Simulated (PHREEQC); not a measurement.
A PHREEQC input (ion-association model, phreeqc.dat):

```
SOLUTION 1
  temp 25
  units mg/kgw
  pH 6.41
  pe 1.4
  Na 0.248
  K 0.981
  Ca 3.04
  Mg 0.834
  Cl 1.32
  S(6) 2.13 as S
  Alkalinity 10.5 as HCO3
  Br 0.619
END
USE solution 1
EQUILIBRIUM_PHASES 1
  Quartz 0 0.5
  CO2(g) -2 10
END
```

The run finishes without an error or a warning.

Its last state differs from that of the intended input:

```
quantity                    as run  intended
------------------------  --------  --------
ionic strength (mol/kgw)  0.000476  0.000390
CaSO4 (mol/kgw)            7.14e-7   2.44e-7
MgSO4 (mol/kgw)            4.25e-7   1.45e-7
KSO4- (mol/kgw)            1.04e-8   3.51e-9
HSO4- (mol/kgw)            5.29e-9   1.77e-9
```

One thing in the input isn't as intended. What explains the difference?

This is not unique; one that fits is The fault: sulfate typed 'as S' though the number is for SO4. The line should read `as SO4` where the input has `as S`.
